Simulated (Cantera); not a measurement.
Cantera run:

```python
import numpy as np
import cantera as ct

gas_names = """
    C CN CO CO2 C2 CCN CNC C2N2 C2O C3 C3O2 C4 C4N2 C5 N NCO NO NO2 NO3 N2 N2O O O2 O3 Si SiC SiC2 SiN
    SiO SiO2 Si2 Si2C Si2N Si3
""".split()
cond_names = """
    C(gr) Si(cr) Si(L) SiC(b) SiO2(Lqz) SiO2(hqz) SiO2(L) Si2N2O(s) Si3N4(a)
""".split()


def load(file, names, dense=False):
    # The tables refer to 1 bar. Condensed volumes are neglected.
    table = {s.name: s for s in ct.Species.list_from_file(file)}
    out = []
    for n in names:
        d = dict(table[n].input_data)
        d["thermo"] = dict(d["thermo"], **{"reference-pressure": 1e5})
        if dense:
            d["equation-of-state"] = {"model": "constant-volume", "density": "1e6 g/cm^3"}
        out.append(ct.Species.from_dict(d))
    return out


gas = ct.Solution(thermo="ideal-gas", species=load("nasa_gas.yaml", gas_names))
cond = {s.name: ct.Solution(thermo="fixed-stoichiometry", species=[s], name=s.name)
        for s in load("nasa_condensed.yaml", cond_names, dense=True)}
atoms = {
    'Si': {'Si': 1},
    'CO2': {'C': 1, 'O': 2},
    'N2': {'N': 2},
}
top_T = {'C(gr)': 4500, 'SiC(b)': 3050, 'Si2N2O(s)': 2100, 'Si3N4(a)': 2400}  # K; cautious upper limits of use, not melting points


def equilibrate(T, P, feed):
    n = {}
    for name, mol in feed.items():
        for a, k in atoms[name].items():
            n[a] = n.get(a, 0.0) + k * mol
    gas.TPX = T, P, n
    mass = sum(n.values()) * gas.mean_molecular_weight
    gas.equilibrate("TP")
    valid = [c for c in cond.values() if c.min_temp <= T <= top_T.get(c.name, c.max_temp)]
    mix = ct.Mixture([(gas, mass / gas.mean_molecular_weight)] + [(c, 0.0) for c in valid])
    mix.T, mix.P = T, P
    mix.equilibrate("TP", solver="vcs", rtol=1e-11, max_steps=5000)
    return mix


results = []
feed = {'Si': 1, 'CO2': 0.097, 'N2': 8.2}  # mol
T = 1448  # K
for P in [0.1, 1.5, 22, 320, 4600, 68000, 1000000]:
    mix = equilibrate(T, P, feed)
    results.append((T, P, feed, dict(zip(mix.species_names, mix.species_moles))))

top = {s: max(r[3][s] / sum(r[3][g] for g in gas_names) for r in results) for s in gas_names}
cols = sorted((s for s in top if top[s] > 1e-06), key=lambda s: -top[s])[:5]
seen = [c for c in cond_names if any(r[3].get(c, 0) > 1e-12 for r in results)]
print("log10 of partial pressures in bar; condensed amounts in mol")
print(f"{'P/Pa':>10s}" + "".join(f"{s[:9]:>10s}" for s in cols + seen))
for T, P, feed, n in results:
    ng = sum(n[g] for g in gas_names)
    print(f"{P:10.4g}" + "".join(f"{np.log10(max(n[s] / ng * P / 1e5, 1e-99)):10.3f}" for s in cols)
          + "".join(f"{n.get(c, 0):10.4g}" for c in seen))
```

Result:

```
log10 of partial pressures in bar; condensed amounts in mol
      P/Pa        N2       SiO        Si        CO      Si2N     C(gr)    Si(cr)    SiC(b) Si2N2O(s)  Si3N4(a)
       0.1    -6.011    -7.647    -8.534    -9.299   -11.183         0    0.6926   0.09274         0         0
       1.5    -4.832    -6.585    -8.534    -8.237   -10.593         0    0.6669   0.09379    0.0469         0
        22    -3.658    -7.008    -9.285    -7.156   -11.509         0         0   0.09457    0.1881    0.1752
       320    -2.495    -7.395   -10.061    -5.994   -12.478         0         0   0.09457    0.1915    0.1741
      4600    -1.337    -7.781   -10.832    -4.906   -13.442   0.09495         0         0    0.1919    0.2054
   6.8e+04    -0.168    -8.171   -11.612    -4.516   -14.417   0.09666         0         0    0.1937    0.2042
     1e+06     1.000    -8.560   -12.391    -4.126   -15.390   0.09694         0         0    0.1939     0.204
```

Cantera equilibrium calculation (NASA polynomials, part measured and part estimated; ideal gas, pure solids and liquids). N2 is the only nitrogen source here; it is nearly inert below about 1500 K, so the nitride shown seldom forms there in practice. Mutual solubility and eutectic melting of coexisting phases are not modelled.
